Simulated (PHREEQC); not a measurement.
Dissolve 0.11 mol/kgw CaCl2 and 0.00011 mol/kgw Na2HPO4 at 25 °C. Closed to the air; pH follows from the charge balance.

Computed with PHREEQC (ion-association model, phreeqc.dat).

```
quantity             before  after
-------------------  ------  -----
pH                     7.41   6.88
SI of Halite (NaCl)   -6.19  -6.19
```

Task: Which change was made?
A. Na2HPO4 from 0.00011 to 2.2e-05 mol/kgw
B. CaCl2 replaced by NaCl at the same molality
C. Na2HPO4 replaced by Na3PO4 at the same molality
D. Na2HPO4 replaced by Na2SO4 at the same molality
E. Na2HPO4 from 0.00011 to 0.000121 mol/kgw

Result: D, Na2HPO4 replaced by Na2SO4 at the same molality

Precipitation was switched off in this run. Some of these states are supersaturated (in Hydroxyapatite, for instance).
